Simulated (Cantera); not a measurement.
**Transport properties of process gases**

Gas mixture: 100 % C₃H₈, at 9.87 atm, frozen composition.

Cantera's kinetic-theory transport with the Lennard-Jones parameters of GRI-Mech 3.0, ideal gas; thermal conductivity in the multicomponent form. The composition is frozen, though it would react at the higher temperatures.

```csv
T (K),ρ (kg/m³),cp (J/kg/K),μ (µPa s),λ (mW/m/K),Pr,D (cm²/s) CH₄,D (cm²/s) H,D (cm²/s) CH₃
400,13.3,2134,10.9,30.6,0.758,0.0217,0.115,0.0219
600,8.84,2917,15.5,59.5,0.759,0.0449,0.238,0.0454
800,6.63,3512,19.4,90.1,0.758,0.0742,0.394,0.0749
1000,5.30,3960,23.0,120,0.756,0.109,0.578,0.110
1200,4.42,4267,26.2,148,0.754,0.148,0.787,0.150
1400,3.79,4523,29.1,175,0.753,0.192,1.02,0.194
1600,3.31,4734,31.9,201,0.751,0.241,1.28,0.243
1800,2.95,4905,34.5,226,0.750,0.293,1.56,0.296
```
D: mixture-averaged diffusion coefficient of that species in the mixture.
